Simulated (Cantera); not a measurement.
A freely propagating, adiabatic, planar premixed flame of H2 : O2 : N2 = 1 : 0.25 : 0.675 (molar parts), equivalence ratio 2.0, unburnt at 625 K and 0.450 bar; mixture-averaged transport, grid criteria slope 0.08 and curve 0.16, no radiation.

Model: the H2/O2 subset of GRI-Mech 3.0, which has no nitrogen chemistry, integrated in Cantera. Burning velocities carry a grid error of a few per cent, more on coarse grids.

Task: What does this change do: 0.058 parts H2O added?

Result: 
```csv
quantity,before,after
laminar burning velocity,1070 cm/s,1040 cm/s
thermal thickness,1.21 mm,1.21 mm
peak x(HO2),0.000134,0.000156
peak x(OH),0.00872,0.00852
peak x(O),0.00648,0.00597
peak x(H2O2),2.30e-6,2.95e-6
```

Task: What does this change do: inlet temperature 625 to 350 K?

Result: 
```tsv
quantity	before	after
laminar burning velocity	1070 cm/s	450 cm/s
thermal thickness	1.21 mm	1.00 mm
peak x(HO2)	0.000134	0.000308
peak x(OH)	0.00872	0.00576
peak x(O)	0.00648	0.00482
peak x(H2O2)	2.30e-6	6.22e-5
```
